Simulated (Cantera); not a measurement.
A freely propagating, adiabatic, planar premixed flame of C2H6 : O2 : N2 : CO2 = 1 : 2.92 : 14.6 : 1.5 (molar parts), equivalence ratio 1.2, unburnt at 575 K and 4130 Torr; mixture-averaged transport, grid criteria slope 0.08 and curve 0.16, no radiation.

Detailed kinetics in Cantera: GRI-Mech 3.0 (53 species, 325 reactions). Burning velocities carry a grid error of a few per cent, more on coarse grids.

**Question.** Predict: laminar burning velocity; thermal thickness; peak x(C2H2); peak x(CH2).

**Answer.** 
| Property | Value |
|---|---|
| laminar burning velocity | 27.9 cm/s |
| thermal thickness | 0.161 mm |
| peak x(C2H2) | 0.00130 |
| peak x(CH2) | 1.75e-5 |
